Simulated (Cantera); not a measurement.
A closed system holds: 1 mol Fe, 3.6 mol NH3, 2.8 mol H2, held at 998 K and 100 Torr.

Method: chemical equilibrium by Gibbs-energy minimisation in Cantera with the NASA 1993 tables (ideal gas, pure condensed phases). Candidate condensed phases: Fe; 10 gas species. The numbers say what is thermodynamically allowed, not how fast it happens.

**Question.** What is the equilibrium state?

**Answer.** 
```json
{
  "x(H2)": "0.820",
  "x(N2)": "0.180",
  "x(NH3)": "2.48e-5",
  "n(Fe(α))": "1.00 mol",
  "gas_amount": "10.000 mol"
}
```
